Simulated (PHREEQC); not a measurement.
Consider water at 55 °C with 0.084 mol/kgw CdCl2, 0.0062 mol/kgw Na2SO4 and 0.0054 mol/kgw MnSO4. Closed to the air; pH follows from the charge balance.

All values are PHREEQC results (ion-association model, phreeqc.dat), not measurements.

Each row changes one thing in this solution. Precipitation was switched off in this run.

```
case                                  pH  ionic strength (mol/kgw)  Cl- (mol/kgw)  CdCl+ (mol/kgw)  Cd+2 (mol/kgw)  CdCl2 (mol/kgw)
----------------------------------  ----  ------------------------  -------------  ---------------  --------------  ---------------
as made                             5.37                     0.133         0.0910           0.0507          0.0170           0.0114
CdCl2 from 0.084 to 0.0084 mol/kgw  5.89                (withheld)         0.0140          0.00246         0.00376         0.000105
MnSO4 left out                      5.33                     0.119         0.0896           0.0519          0.0170       (withheld)
0.0088 mol/kgw Al2(SO4)3 added      3.64                     0.173     (withheld)       (withheld)          0.0168           0.0107
temperature from 55 to 85 °C        5.26                     0.132         0.0899           0.0501          0.0170           0.0117
Na2SO4 left out                     5.32                     0.121         0.0889           0.0521          0.0173           0.0117
CdCl2 from 0.084 to 0.126 mol/kgw   5.29                     0.170          0.123       (withheld)          0.0205           0.0221
```

Task: What belongs in the gaps?

Result: 
- CdCl2 from 0.084 to 0.0084 mol/kgw, ionic strength (mol/kgw): 0.0443
- MnSO4 left out, CdCl2 (mol/kgw): 0.0118
- 0.0088 mol/kgw Al2(SO4)3 added, Cl- (mol/kgw): 0.0949
- 0.0088 mol/kgw Al2(SO4)3 added, CdCl+ (mol/kgw): 0.0483
- CdCl2 from 0.084 to 0.126 mol/kgw, CdCl+ (mol/kgw): 0.0767

Some of these states are supersaturated (in Gibbsite (slow to form), for instance). Away from 25 °C the constants follow the database's enthalpies or fits; those with neither stay at their 25 °C values.
